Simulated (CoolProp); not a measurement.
Values from CoolProp's reference Helmholtz-energy equation of state, Gao 2022.

### Question
For n-perfluoropentane, give the phase and the density (kg/m³), cp (kJ/(kg K)), Joule-Thomson coefficient (K/MPa), isothermal compressibility (1/MPa) at -75.85 °C and 84.1 bar; -20.25 °C and 84.1 bar; 35.35 °C and 84.1 bar.

### Answer
- -75.85 °C and 84.1 bar: liquid; density 1920, cp 0.858, Joule-Thomson coefficient -0.434, isothermal compressibility 0.00114
- -20.25 °C and 84.1 bar: liquid; density 1770, cp 0.951, Joule-Thomson coefficient -0.364, isothermal compressibility 0.00174
- 35.35 °C and 84.1 bar: liquid; density 1620, cp 1.05, Joule-Thomson coefficient -0.262, isothermal compressibility 0.00304
